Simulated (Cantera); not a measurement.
What does this Cantera script print?

```python
import numpy as np
import cantera as ct

gas_names = """
    Fe FeO Fe(OH)2 H HNO HNO2 HNO3 HO2 H2 H2O H2O2 N NH NH2 NH3 NH2OH NO NO2 NO3 N2 N2H2 N2H4 N2O O OH
    O2 O3
""".split()
cond_names = """
    Fe(a) Fe(c) Fe(d) Fe(L) FeO(s) FeO(L) Fe(OH)2(s) Fe(OH)3(s) Fe2O3(s) Fe3O4(s) H2O(s) H2O(L)
""".split()


# ... load() reads the species with a 1 bar reference pressure and builds the phases ...
atoms = {
    'Fe3O4': {'Fe': 3, 'O': 4},
    'H2': {'H': 2},
    'N2': {'N': 2},
}
top_T = {'Fe2O3(s)': 1830, 'Fe3O4(s)': 1870}  # K; cautious upper limits of use, not melting points


# ... equilibrate(T, P, feed) seeds the gas with the atoms and calls Mixture.equilibrate('TP', solver="vcs", rtol=1e-11, max_steps=5000) ...
results = []
feed = {'Fe3O4': 1, 'H2': 0.89, 'N2': 0.91}  # mol
P = 133.322  # Pa
for T in [1275, 1375, 1475, 1575, 1675, 1775, 1875, 1975, 2075, 2175]:
    mix = equilibrate(T, P, feed)
    results.append((T, P, feed, dict(zip(mix.species_names, mix.species_moles))))

top = {s: max(r[3][s] / sum(r[3][g] for g in gas_names) for r in results) for s in gas_names}
cols = sorted((s for s in top if top[s] > 1e-06), key=lambda s: -top[s])[:7]
seen = [c for c in cond_names if any(r[3].get(c, 0) > 1e-12 for r in results)]
print("log10 of partial pressures in bar; condensed amounts in mol")
print(f"{'T/K':>10s}" + "".join(f"{s[:9]:>10s}" for s in cols + seen))
for T, P, feed, n in results:
    ng = sum(n[g] for g in gas_names)
    print(f"{T:10.4g}" + "".join(f"{np.log10(max(n[s] / ng * P / 1e5, 1e-99)):10.3f}" for s in cols)
          + "".join(f"{n.get(c, 0):10.4g}" for c in seen))
```

Result:

```
log10 of partial pressures in bar; condensed amounts in mol
       T/K        N2       H2O        Fe        O2        H2        OH         H    FeO(s)    FeO(L)  Fe3O4(s)
      1275    -3.171    -3.195   -11.272   -11.529    -4.688    -8.917    -8.477     2.587         0    0.1377
      1375    -3.171    -3.192   -10.123    -9.833    -4.790    -8.007    -7.860     2.604         0    0.1319
      1475    -3.171    -3.190    -9.136    -8.365    -4.878    -7.219    -7.326     2.616         0    0.1278
      1575    -3.171    -3.189    -8.282    -7.080    -4.957    -6.531    -6.860     2.626         0    0.1246
      1675    -3.172    -3.188    -7.581    -5.876    -5.062    -5.908    -6.466         0     2.648    0.1173
      1775    -3.181    -3.196    -7.096    -4.609    -5.263    -5.309    -6.170         0     2.866   0.04452
      1875    -3.189    -3.209    -6.211    -4.389    -4.992    -5.005    -5.679         0     2.998         0
      1975    -3.195    -3.227    -5.343    -4.343    -4.679    -4.773    -5.203         0      2.99         0
      2075    -3.216    -3.268    -4.594    -4.238    -4.451    -4.559    -4.800         0     2.948         0
      2175    -3.281    -3.364    -3.968    -4.041    -4.355    -4.370    -4.489         0      2.76         0
```

Method: chemical equilibrium by Gibbs-energy minimisation in Cantera with the NASA 1993 tables (ideal gas, pure condensed phases). Mutual solubility and eutectic melting of coexisting phases are not modelled. The tables' stoichiometric FeO is somewhat more stable than real wüstite, so its field is too wide. FeO: taken at fixed stoichiometry.
